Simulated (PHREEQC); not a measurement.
1 kg of water holding 0.13 mol/kgw KCl, 0.095 mol/kgw CaCl2, 0.013 mol/kgw NaHCO3 and 0.0054 mol/kgw NaCl is evaporated at 50 °C; the solids stay in contact with the brine. CO2 is held at log p = -3.4 (atm). Only these solids could form: Calcite, Gaylussite, Halite, Kalicinite, Nahcolite, Natron, Pirssonite, Portlandite, Sylvite, Trona.

Model: Pitzer model, pitzer.dat, run in PHREEQC.

### Question
Predict ionic strength, water activity at water left (kg) = 0.3752, 0.04346, 0.03575.

### Answer
```tsv
water left (kg)	ionic strength	water activity
0.3752	1.10	0.976
0.04346	9.52	0.736
0.03575	10.9	0.691
```

Complexes and solids missing from the database can't appear. At this temperature some constants are extrapolated from 25 °C, and those without enthalpy data are left unchanged.
